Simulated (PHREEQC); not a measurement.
Dissolve 2.1 mmol/kgw Ba(NO3)2, 0.17 mmol/kgw NaNO3 and 21 mmol/kgw Cu(NO3)2 at 25 °C. Closed to the air; pH follows from the charge balance.

Computed with PHREEQC (ion-association model, wateq4f.dat).

### Question
The ionic strength comes out as 0.0694 mol/kgw. What activity coefficients do H+, CuOH+, Cu2(OH)2+2, Na+, NO3- get?

### Answer
H+ 0.84, CuOH+ 0.79, Cu2(OH)2+2 0.41, Na+ 0.80, NO3- 0.78.

No solid was allowed to form. Species that the database lacks are ignored.
